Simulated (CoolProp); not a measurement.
A single-stage vapour-compression cycle with cyclopentane: evaporating at 287.15 K (dew point), condensing at 329.15 K (bubble point), superheat 5 K, subcooling 0 K, compressor efficiency 0.7, no pressure losses. Each further row changes one setting.

Values from CoolProp's reference Helmholtz-energy equation of state, Gedanitz 2015.

| case | cooling COP | pressure ratio | discharge temperature (K) | refrigerating effect (kJ/kg) | volumetric capacity (kJ/m³) |
|---|---|---|---|---|---|
| as stated | 4.24 | 4.67 | 355.5 | 342 | 269 |
| evaporating temperature 292.15 K | 4.98 | 3.79 | 352.1 | 347 | 333 |
| condensing temperature 324.15 K | 4.90 | 3.98 | 349.2 | 351 | 277 |
| subcooling 5 K | 4.37 | 4.67 | 355.5 | 351 | 277 |
| superheat 15 K | 4.25 | 4.67 | 365.1 | 354 | 269 |
| compressor efficiency 0.6 | 3.64 | 4.67 | 364.3 | 342 | 269 |
